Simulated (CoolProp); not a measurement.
Properties of carbon dioxide along the isotherm 548.7 K.

Values from CoolProp's reference Helmholtz-energy equation of state, Span 1996.

| p (kPa) | phase | cp (kJ/(kg K)) | cv (kJ/(kg K)) | speed of sound (m/s) | isothermal compressibility (1/MPa) | viscosity (µPa s) |
|---|---|---|---|---|---|---|
| 790 | gas | 1.053 | 0.8582 | 355.4 | 1.270 | 26.0 |
| 1580 | gas | 1.061 | 0.8599 | 355.2 | 0.6373 | 26.1 |
| 2370 | gas | 1.070 | 0.8616 | 355.0 | 0.4262 | 26.2 |
| 3160 | gas | 1.078 | 0.8633 | 354.9 | 0.3206 | 26.3 |
| 3950 | gas | 1.086 | 0.8650 | 354.9 | 0.2572 | 26.4 |
| 4740 | gas | 1.095 | 0.8666 | 355.0 | 0.2149 | 26.5 |
| 5530 | gas | 1.103 | 0.8683 | 355.1 | 0.1846 | 26.7 |
| 6320 | gas | 1.112 | 0.8700 | 355.2 | 0.1618 | 26.8 |
| 7110 | gas | 1.121 | 0.8716 | 355.5 | 0.1441 | 26.9 |
| 7900 | supercritical | 1.129 | 0.8732 | 355.8 | 0.1299 | 27.1 |
| 8690 | supercritical | 1.138 | 0.8749 | 356.1 | 0.1182 | 27.2 |
| 9490 | supercritical | 1.147 | 0.8765 | 356.6 | 0.1084 | 27.4 |
| 10300 | supercritical | 1.156 | 0.8781 | 357.1 | 0.09993 | 27.6 |
| 11100 | supercritical | 1.165 | 0.8797 | 357.7 | 0.09276 | 27.7 |

Viscosity comes from a separate model (Laesecke 2017).
